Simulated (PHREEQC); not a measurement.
3.5 g of hydrous ferric oxide (600 m²/g; 0.2 weak and 0.005 strong sites per Fe, Dzombak-Morel constants, diffuse double layer) in 1 kg of water with 0.005 mol/kgw of an inert sodium salt and 0.00015 mol/kgw Na2SO4 and 0.0013 mol/kgw Ag2SO4, at 25 °C; the pH is set by adding NaOH or the inert anion's acid. Oxygen alone is held at its pressure in air (log pO2 = -0.68). The system is closed to CO2. Precipitation was switched off in this run.

All values are PHREEQC results (ion-association model, wateq4f.dat), not measurements.

Predict S sorbed (%), Ag sorbed (%), surface charge σ (C/m²) at pH = 3, 7, 8.5, 9.


| pH | S sorbed (%) | Ag sorbed (%) | surface charge σ (C/m²) |
|---|---|---|---|
| 3 | 100.0 | 0.0 | 0.213 |
| 7 | 42.2 | 24.1 | 0.010 |
| 8.5 | 0.4 | 87.2 | -0.005 |
| 9 | 0.0 | 95.4 | -0.012 |

Species that the database lacks are ignored. The oxide is taken as insoluble; below pH 4 it would dissolve.
